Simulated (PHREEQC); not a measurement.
PHREEQC input (ion-association model, wateq4f.dat):

```
SOLUTION_MASTER_SPECIES
  An  An-  0  An  62.0  # stands for a non-complexing anion
SOLUTION_SPECIES
  An- = An-
    -log_k 0
    -gamma 3.0 0
  PO4-3 + 3H+ = H3PO4  # constants of phreeqc.dat
    -log_k 21.721
    -delta_h -10.1 kJ
  SO4-2 + 10H+ + 8e- = H2S + 4H2O  # shut off: sulfate is not reduced
    -log_k -100
    -delta_h 0
    -analytic -100
PHASES
  Fix_H+
    H+ = H+
    -log_k 0
SOLUTION 1
  temp 25
  units mmol/kgw
  pH 7 charge
  Se(4) 8.3e-05
  Na 10.0055
  P 9.4e-05
  S(6) 0.0026
  An 10
END
SELECTED_OUTPUT 1
  -reset false
  -pH true
  -pe true
  -ionic_strength true
  -water true
  -totals Na P S Se S(-2) S(6) Se(-2) Se(4) Se(6)
  -molalities Hfo_wOH Hfo_wOH2+ Hfo_wO- Hfo_sOH Hfo_sOH2+ Hfo_sO- Hfo_wSeO3- Hfo_wOHSeO3-2 Hfo_wSO4- Hfo_wOHSO4-2
    Hfo_wH2PO4 Hfo_wHPO4- Hfo_wPO4-2
  -saturation_indices Mirabilite
USER_PUNCH 1
  -headings sigma psi
  10 PUNCH EDL("sigma", "Hfo"), EDL("psi", "Hfo")
PRINT
  -reset false
USE solution 1
SURFACE 1
  Hfo_wOH 2.69663e-05 600 0.012
  Hfo_sOH 6.74157e-07
EQUILIBRIUM_PHASES 1
  Fix_H+ -4 HAn 10
    -force_equality true
END
# ... the last block is repeated for the other 16 points of pH, with NaOH or the acid as the point needs
```

Selected output (columns that matter, 13 of 17 rows; pH added in front):

```
pH	mu	Na	P	S	Se	m_Hfo_wOH	m_Hfo_wOH2+	m_Hfo_wO-	m_Hfo_sOH	m_Hfo_sOH2+	m_Hfo_sO-	si_Mirabilite	sigma	psi
4	0.010122	0.010005	1.8059e-11	5.229e-08	7.3612e-10	7.5265e-06	1.6638e-05	7.8e-08	2.0931e-07	4.6268e-07	2.1691e-09	-10.451	0.17507	0.17424
4.38	0.010056	0.010005	2.0408e-11	1.1664e-07	7.7145e-10	9.8663e-06	1.4284e-05	1.5612e-07	2.7365e-07	3.9618e-07	4.33e-09	-10.101	0.13914	0.16264
5.12	0.010018	0.010005	3.2383e-11	6.0842e-07	1.1025e-09	1.4187e-05	1.0158e-05	4.539e-07	3.8567e-07	2.7615e-07	1.2339e-08	-9.3818	0.083975	0.13695
5.5	0.010013	0.010005	4.1557e-11	1.1631e-06	1.337e-09	1.639e-05	8.2149e-06	7.4911e-07	4.358e-07	2.1843e-07	1.9919e-08	-9.1002	0.064573	0.12363
5.88	0.010011	0.010005	5.5335e-11	1.7918e-06	1.6557e-09	1.8308e-05	6.4922e-06	1.1827e-06	4.7502e-07	1.6845e-07	3.0688e-08	-8.9124	0.049279	0.11005
6.62	0.010009	0.010005	1.6473e-10	2.4996e-06	3.6792e-09	2.0156e-05	4.4413e-06	2.0955e-06	5.0906e-07	1.1217e-07	5.2925e-08	-8.7678	0.025765	0.078494
7	0.010009	0.010005	4.3006e-10	2.5768e-06	6.8644e-09	2.0406e-05	3.957e-06	2.4107e-06	5.1382e-07	9.9638e-08	6.0701e-08	-8.7546	0.016758	0.059297
7.38	0.010008	0.010006	1.4384e-09	2.5952e-06	1.354e-08	2.0511e-05	3.6424e-06	2.646e-06	5.1597e-07	9.1626e-08	6.6563e-08	-8.7515	0.0098123	0.039079
8.12	0.010009	0.010007	2.011e-08	2.5998e-06	4.5212e-08	2.0612e-05	3.2056e-06	3.0363e-06	5.1746e-07	8.0475e-08	7.6224e-08	-8.7506	-0.00029442	-0.0012887
8.5	0.010012	0.010009	5.341e-08	2.6e-06	6.5699e-08	2.0651e-05	2.9904e-06	3.267e-06	5.1739e-07	7.4921e-08	8.1851e-08	-8.7504	-0.0051648	-0.021935
8.88	0.010017	0.010015	8.1444e-08	2.6e-06	7.7585e-08	2.0651e-05	2.7696e-06	3.5276e-06	5.1662e-07	6.9285e-08	8.8248e-08	-8.75	-0.01084	-0.042443
9.62	0.010056	0.010054	9.3327e-08	2.6e-06	8.2666e-08	2.046e-05	2.2577e-06	4.2476e-06	5.1152e-07	5.6444e-08	1.0619e-07	-8.7471	-0.02736	-0.081207
10	0.010121	0.01012	9.3849e-08	2.6e-06	8.2922e-08	2.0186e-05	1.9207e-06	4.8598e-06	5.0464e-07	4.8018e-08	1.215e-07	-8.7422	-0.04038	-0.09988
```

The database's selenite sorption wasn't checked against measurements; a fall in acid may be a fault of its surface constants. H3PO4, which wateq4f.dat lacks, is added to it with the constant of phreeqc.dat.
